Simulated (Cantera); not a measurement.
Feed: 1 mol FeS, 150 mol H2, 4.9 mol N2, at 5.10 mbar.

Equilibrium computed with Cantera from the NASA thermochemical tables; the gas is ideal and each condensed phase is pure. Candidate condensed phases: Fe, FeS, FeS2, S; 16 gas species. Equilibrium is a limit: real reactors are often held back by kinetics, nucleation or transport.

**Question.** Which condensed phases are stable at each of these points (T (K)): 1300, 1375, 1450, 1525, 1600, 1675, 1750, 1825, 1900, 1975, 2050, 2125?

**Answer.** 
```
T (K)  condensed phases  Fe condensed (%)
-----  ----------------  ----------------
1300              Fe(γ)             100.0
1375              Fe(γ)             100.0
1450              Fe(γ)              99.8
1525              Fe(γ)              99.2
1600              Fe(γ)              96.7
1675              Fe(δ)              87.4
1750              Fe(δ)              57.4
1825           gas only               0.0
1900           gas only               0.0
1975           gas only               0.0
2050           gas only               0.0
2125           gas only               0.0
```

From 1300 K to 1600 K the condensed part is Fe(γ). From 1675 K to 1750 K the condensed part is Fe(δ). From 1825 K to 2125 K nothing is condensed.
